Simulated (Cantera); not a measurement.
A closed system holds: 1 mol Cu, 5.8 mol F2, 1 mol H2, held at 0.100 bar.

Equilibrium computed with Cantera from the NASA thermochemical tables; the gas is ideal and each condensed phase is pure. Candidate condensed phases: Cu, CuF2; 15 gas species. Rates play no part.

**Question.** At 1200 °C, list the 4 most abundant gas species with their mole fractions, and the condensed phases.

**Answer.** F 0.706, HF 0.190, CuF2 0.0951, F2 0.00857. Condensed: gas only.
